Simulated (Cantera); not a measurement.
Charge: 1 mol TiCl4, 0.17 mol H2O, equilibrated at 1527 °C and 0.100 bar.

These are equilibrium values from Cantera (NASA tables, ideal gas, pure condensed phases), not measurements of a reactor. Candidate condensed phases: H2O, Ti, TiCl2, TiCl3, TiCl4, TiO, TiO2, Ti2O3, Ti3O5, Ti4O7; 23 gas species. The tables' values for TiCl2 are old estimates; treat these amounts as uncertain. The numbers say what is thermodynamically allowed, not how fast it happens.

Base state: TiCl4 0.631, HCl 0.256, TiCl3 0.0568, Cl 0.0515, Cl2 0.00266, TiOCl2 0.00186, H2O 2.88e-5, TiCl2 2.80e-5 (mole fractions); condensed: TiO2(rutile).

Q: What changes in the equilibrium state with this change: H2O from 0.17 to 17 mol?

A: 
```csv
species,before,after
H2O,2.88e-5,0.784
HCl,0.256,0.207
H2,1.85e-5,0.00404
TiCl4,0.631,<1e-9
TiCl3,0.0568,<1e-9
Cl,0.0515,0.00282
TiOCl2,0.00186,4.47e-8
TiCl2,2.80e-5,<1e-9
O2,7.01e-8,0.00109
OH,5.00e-7,0.000922
"TiO2(rutile), mol",0.0837,1.000
```
Gases not in the tables: TiO(OH)2.
